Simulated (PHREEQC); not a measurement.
PHREEQC input (ion-association model, phreeqc.dat):

```
SOLUTION_SPECIES
  SO4-2 + 9 H+ + 8 e- = HS- + 4 H2O  # shut off: sulfate is not reduced
    -log_k -100
    -delta_h 0
    -analytic -100
SOLUTION 0
  temp 25
  units mmol/kgw
  pH 7 charge
  Cl 12.81
  Ca 4.9
  Mn(2) 1.5
SOLUTION 1-40
  temp 25
  units mmol/kgw
  pH 7 charge
  S(6) 0.43
  Zn 0.43
  Cl 0.01
END
EXCHANGE 1-40
  X 0.035
  -equilibrate 1
END
SELECTED_OUTPUT 1
  -reset false
  -pH true
  -pe true
  -ionic_strength true
  -water true
  -step true
  -totals Ca Cl Mn S Zn Mn(2) Mn(3) S(-2) S(6)
  -molalities ZnX2 MnX2 CaX2
  -saturation_indices Gypsum Pyrochroite Zn(OH)2(e)
PRINT
  -reset false
TRANSPORT
  -cells 40
  -shifts 320
  -lengths 0.0025
  -time_step 300
  -dispersivities 0.005
  -boundary_conditions flux flux
  -correct_disp true
  -punch_cells 40
  -punch_frequency 10
END
```

Selected output (columns that matter, 19 of 33 rows; pore volumes added in front):

```
pore volumes	pH	mu	Ca	Cl	Mn	S	Zn	m_ZnX2	m_MnX2	m_CaX2	si_Gypsum	si_Pyrochroite	si_Zn(OH)2(e)
0	5.0305	0.0016222	0	1e-05	0	0.00043	0.00043	0.0175	0	0	-1000	-1000	-4.9105
0.5125	5.0309	0.0019637	0	0.00027667	1.24e-24	0.00042104	0.00055438	0.0175	2.0832e-23	0	-1000	-29.148	-4.805
1.0125	5.029	0.011525	8.009e-10	0.0073999	4.9514e-07	0.00018174	0.0038762	0.017499	1.169e-06	3.6735e-09	-8.77	-11.641	-4.0512
1.2625	5.026	0.015732	3.7783e-07	0.010468	2.0009e-05	7.8674e-05	0.0052873	0.017464	3.442e-05	1.271e-06	-6.5335	-10.065	-3.9467
1.7625	5.0247	0.018543	4.2507e-05	0.012515	0.00026125	9.9232e-06	0.0059585	0.016989	0.00038704	0.00012364	-5.4216	-8.9661	-3.9116
2.2625	5.0268	0.018912	0.00028518	0.012781	0.00064324	9.729e-07	0.0054581	0.015702	0.0009612	0.00083712	-5.6053	-8.5724	-3.9474
2.7625	5.0301	0.018962	0.00080078	0.012807	0.00097548	8.5348e-08	0.0046226	0.013604	0.0014912	0.0024048	-6.2099	-8.3852	-4.0132
3.0125	5.0319	0.018975	0.0011399	0.012809	0.0011035	2.4719e-08	0.0041563	0.012343	0.0017022	0.0034545	-6.5924	-8.3279	-4.0557
3.5125	5.0358	0.019003	0.0018963	0.01281	0.0012859	2.0208e-09	0.0032178	0.0096743	0.002008	0.0058177	-7.4541	-8.2539	-4.1592
4.0125	5.0394	0.019031	0.0026455	0.01281	0.0013917	1.6182e-10	0.0023628	0.0071472	0.0021866	0.0081662	-8.4016	-8.2125	-4.2863
4.5125	5.0424	0.019056	0.0032944	0.01281	0.0014484	1.2811e-11	0.0016573	0.0050251	0.0022811	0.010194	-9.4042	-8.1892	-4.4344
5.0125	5.0448	0.019076	0.0038041	0.01281	0.0014768	1.0079e-12	0.0011191	0.0033952	0.0023271	0.011778	-10.443	-8.1761	-4.6003
5.2625	5.0457	0.019084	0.0040065	0.01281	0.0014848	2.8227e-13	0.00090874	0.0027568	0.0023396	0.012404	-10.972	-8.1719	-4.6889
5.7625	5.0472	0.019096	0.0043186	0.01281	0.0014938	2.21e-14	0.00058755	0.0017818	0.002353	0.013365	-12.044	-8.1665	-4.8754
6.2625	5.0482	0.019104	0.0045304	0.01281	0.0014978	1.7276e-15	0.00037178	0.001127	0.0023582	0.014015	-13.129	-8.1634	-5.0723
6.7625	5.0488	0.01911	0.0046693	0.01281	0.0014994	1.3493e-16	0.00023128	0.00070082	0.0023599	0.014439	-14.223	-8.1617	-5.2772
7.0125	5.049	0.019112	0.0047188	0.01281	0.0014997	3.77e-17	0.00018146	0.00054979	0.0023601	0.01459	-14.772	-8.1611	-5.3821
7.5125	5.0494	0.019115	0.0047892	0.01281	0.0015001	2.9424e-18	0.00011074	0.00033545	0.0023601	0.014804	-15.873	-8.1604	-5.5959
8.0125	5.0496	0.019117	0.0048329	0.01281	0.0015001	2.296e-19	6.6937e-05	0.00020273	0.0023598	0.014937	-16.976	-8.16	-5.8142
```

Complexes and solids missing from the database can't appear.
